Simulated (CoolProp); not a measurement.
Computed with CoolProp (reference Helmholtz-energy equation of state, Lemmon 2006). It is a short technical equation, of lower accuracy than the large ones.

For R141b, give the phase and the density (kg/m³), cp (kJ/(kg K)), Joule-Thomson coefficient (K/MPa), conductivity (mW/(m K)) at 303.7 K and 1.26 MPa; 303.7 K and 5.48 MPa; 303.7 K and 6.32 MPa.


- 303.7 K and 1.26 MPa: liquid; density 1230, cp 1.16, Joule-Thomson coefficient -0.365, conductivity 89.8
- 303.7 K and 5.48 MPa: liquid; density 1230, cp 1.15, Joule-Thomson coefficient -0.381, conductivity 91.6
- 303.7 K and 6.32 MPa: liquid; density 1240, cp 1.15, Joule-Thomson coefficient -0.384, conductivity 91.9

Thermal conductivity comes from a separate model (Huber 2003), an estimate that may be off by 10 % or more.
